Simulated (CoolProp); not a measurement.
n-perfluoropentane along the isobar 2530 kPa: fugacity coefficient from the reference equation and from simpler models built on Tc = 421.0 K, pc = 2063 kPa, ω = 0.436; each cubic takes its own stable root.

The numbers come from the reference Helmholtz-energy equation of state, Gao 2022 in CoolProp.

```json
[
 {"T (K)": "319.8", "phase": "liquid", "reference": "0.07883", "van der Waals": "0.2530", "Soave-Redlich-Kwong": "0.08055", "Peng-Robinson": "0.07808"},
 {"T (K)": "342.4", "phase": "liquid", "reference": "0.1446", "van der Waals": "0.3255", "Soave-Redlich-Kwong": "0.1487", "Peng-Robinson": "?"},
 {"T (K)": "364.9", "phase": "liquid", "reference": "?", "van der Waals": "0.4033", "Soave-Redlich-Kwong": "0.2447", "Peng-Robinson": "?"},
 {"T (K)": "387.4", "phase": "liquid", "reference": "?", "van der Waals": "0.4841", "Soave-Redlich-Kwong": "?", "Peng-Robinson": "0.3518"},
 {"T (K)": "409.9", "phase": "liquid", "reference": "0.4903", "van der Waals": "0.5648", "Soave-Redlich-Kwong": "0.5044", "Peng-Robinson": "0.4844"},
 {"T (K)": "432.4", "phase": "supercritical", "reference": "0.6246", "van der Waals": "0.6404", "Soave-Redlich-Kwong": "0.6336", "Peng-Robinson": "0.6088"},
 {"T (K)": "455", "phase": "supercritical", "reference": "0.7022", "van der Waals": "0.6981", "Soave-Redlich-Kwong": "0.7101", "Peng-Robinson": "0.6832"},
 {"T (K)": "477.5", "phase": "supercritical", "reference": "0.7552", "van der Waals": "0.7372", "Soave-Redlich-Kwong": "0.7643", "Peng-Robinson": "0.7368"},
 {"T (K)": "500", "phase": "supercritical", "reference": "?", "van der Waals": "0.7683", "Soave-Redlich-Kwong": "0.8076", "Peng-Robinson": "0.7799"}
]
```

Problem. Some entries are withheld; supply them.

Solution. 
- 342.4, Peng-Robinson: 0.1433
- 364.9, reference: 0.2370
- 364.9, Peng-Robinson: 0.2351
- 387.4, reference: 0.3546
- 387.4, Soave-Redlich-Kwong: 0.3665
- 500, reference: 0.7967
